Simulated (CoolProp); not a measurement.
Vapour-liquid equilibrium of R142b (1) + R113 (2) at 79.6 kPa; x and y are mole fractions of (1).

Model: multi-fluid Helmholtz-energy mixture model, Lemmon 2006 and Marx 1992; pair parameters Bell 2016, in CoolProp.

| x | bubble temperature (K) | y at the bubble point | dew temperature at overall composition x (K) | liquid density (mol/L) |
|---|---|---|---|---|
| 0.05 | 304.3 | 0.313 | 312.3 | 8.365 |
| 0.2 | 286.5 | 0.710 | 308.0 | 8.941 |
| 0.35 | 276.7 | 0.842 | 303.1 | 9.460 |
| 0.5 | 270.5 | 0.904 | 297.2 | 9.977 |
| 0.65 | 266.0 | 0.942 | 290.0 | 10.52 |
| 0.8 | 262.4 | 0.969 | 280.2 | 11.11 |
| 0.95 | 259.3 | 0.992 | 264.9 | 11.76 |

No azeotrope shows between x = 0.05 and 0.95.

Pair parameters are fitted to limited data, so mixtures are less certain than the pure fluids.
